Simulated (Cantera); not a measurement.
An adiabatic, constant-volume homogeneous reactor starts with 3.94 % C3H8, 20.7 % O2, 60.3 % N2, 15.0 % H2O, equivalence ratio 0.95, at 1475 K and 1.00 bar.

Detailed kinetics in Cantera: GRI-Mech 3.0 (53 species, 325 reactions). GRI-Mech 3.0 was tuned for natural gas; its chemistry of propane as a main component is partial and can be far from experiment.

**Question.** Predict: time of steepest temperature rise; temperature at 7.00 s; equilibrium temperature; x(O2) at 7.00 s; x(H2O) at 7.00 s; x(H2) at 7.00 s.

**Answer.** 
```json
{
 "time_of_steepest_temperature_rise": "93.9 µs",
 "temperature at 7.00 s": "2840 K",
 "equilibrium_temperature": "2840 K",
 "x(O2) at 7.00 s": "0.0295 (gas-phase equilibrium 0.0295)",
 "x(H2O) at 7.00 s": "0.236 (gas-phase equilibrium 0.236)",
 "x(H2) at 7.00 s": "0.0242 (gas-phase equilibrium 0.0242)"
}
```
